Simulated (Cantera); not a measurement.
## Hydrocarbon pyrolysis for carbon deposition

An isothermal, constant-pressure homogeneous reactor starts with C₃H₈ : H₂ = 1 : 39 (molar parts), at 1225 K and 0.987 atm.

Computed with Cantera and GRI-Mech 3.0 (53 species, 325 reactions). GRI-Mech 3.0 was tuned for natural gas; its chemistry of propane as a main component is partial and can be far from experiment. GRI-Mech 3.0 stops at C3 and has no aromatics, soot or wall deposition, so with more carbon than oxygen in the feed, carbon stays in small species such as C2H2 where larger ones or solid carbon would form.

| t (s) | x C₃H₈ | x H₂ | x CH₂ | x C₂H₆ | x C₂H₂ | x CH₃ |
|---|---|---|---|---|---|---|
| 1.00e-5 | 0.0250 | 0.975 | 1.65e-12 | 8.20e-7 | 5.82e-12 | 3.33e-6 |
| 3.35e-5 | 0.0249 | 0.975 | 3.38e-11 | 3.79e-6 | 8.93e-10 | 1.27e-5 |
| 0.000112 | 0.0241 | 0.974 | 2.82e-10 | 1.66e-5 | 9.60e-8 | 3.47e-5 |
| 0.000376 | 0.0198 | 0.970 | 4.38e-10 | 8.80e-5 | 3.69e-6 | 4.08e-5 |
| 0.00126 | 0.00998 | 0.961 | 2.11e-10 | 0.000391 | 4.59e-5 | 2.37e-5 |
| 0.00422 | 0.00173 | 0.952 | 3.08e-11 | 0.00116 | 0.000236 | 6.39e-6 |
| 0.0141 | 9.08e-5 | 0.950 | 5.82e-12 | 0.00182 | 0.000562 | 2.38e-6 |
| 0.0474 | 1.60e-6 | 0.949 | 5.17e-12 | 0.00198 | 0.00116 | 2.30e-6 |
| 0.159 | 1.41e-6 | 0.947 | 4.96e-12 | 0.00168 | 0.00191 | 2.44e-6 |
| 0.532 | 1.11e-6 | 0.941 | 4.26e-12 | 0.00122 | 0.00173 | 2.59e-6 |
| 1.78 | 5.65e-7 | 0.934 | 2.64e-12 | 0.000653 | 0.000931 | 2.35e-6 |
| 5.97 | 1.28e-7 | 0.928 | <1e-12 | 0.000207 | 0.000302 | 1.53e-6 |
| 20.0 | 8.34e-9 | 0.925 | <1e-12 | 2.54e-5 | 3.96e-5 | 6.72e-7 |
x: mole fraction; the columns are a selection and need not sum to one.

Equilibrium at this temperature and pressure: C₃H₈ 1.20e-9, H₂ 0.925, CH₂ <1e-12, C₂H₆ 5.43e-6, C₂H₂ 6.84e-6, CH₃ 4.70e-7 (gas phase only).
